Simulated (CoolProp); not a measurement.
Vapour-liquid equilibrium of cyclohexane (1) + o-xylene (2) at 422.2 K; x and y are mole fractions of (1).

The numbers come from the multi-fluid Helmholtz-energy mixture model, Zhou 2014 and Zhou 2012; pair parameters Bell 2016 in CoolProp.

```tsv
x	bubble pressure, mixture model (kPa)	bubble pressure, Raoult's law (kPa)	y, mixture model	y, Raoult's law
0.05	142.7	135.9	0.228	0.200
0.125	183.2	168.0	0.435	0.404
0.2	221.4	200.1	0.563	0.542
0.275	257.2	232.2	0.651	0.643
0.35	290.9	264.3	0.716	0.718
0.425	322.7	296.5	0.766	0.778
0.5	352.9	328.6	[?]	0.826
0.575	382.0	360.7	0.842	0.865
0.65	410.2	392.8	0.873	0.898
0.725	438.0	424.9	0.902	0.926
0.8	465.8	457.0	0.929	0.950
0.875	[?]	489.1	0.955	0.971
0.95	[?]	521.2	0.982	0.989
```

What belongs in the gaps?


- 0.5, y, mixture model: 0.807
- 0.875, bubble pressure, mixture model (kPa): 494.0
- 0.95, bubble pressure, mixture model (kPa): 522.8

The largest gap from Raoult's law is +10.8 % in bubble pressure, at x = 0.275. No azeotrope shows between x = 0.05 and 0.95.

The pair parameters rest on a limited set of measurements; away from them the model extrapolates.
